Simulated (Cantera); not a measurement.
A freely propagating, adiabatic, planar premixed flame of 4.06 % CH4, 0.276 % C2H6, 0.305 % C3H8, 14.1 % O2, 81.2 % N2, equivalence ratio 0.75, unburnt at 573 K and 1000000 Pa; mixture-averaged transport, grid criteria slope 0.08 and curve 0.16, no radiation.

Cantera simulation using GRI-Mech 3.0 (53 species, 325 reactions); the numbers are that mechanism's predictions, not measurements. Burning velocities carry a grid error of a few per cent, more on coarse grids.

Problem. Predict: laminar burning velocity; thermal thickness; peak x(C2H4); peak x(C2H2).

Solution. 
| Property | Result |
|---|---|
| laminar burning velocity | 10.8 cm/s |
| thermal thickness | 0.211 mm |
| peak x(C2H4) | 0.00118 |
| peak x(C2H2) | 5.20e-5 |
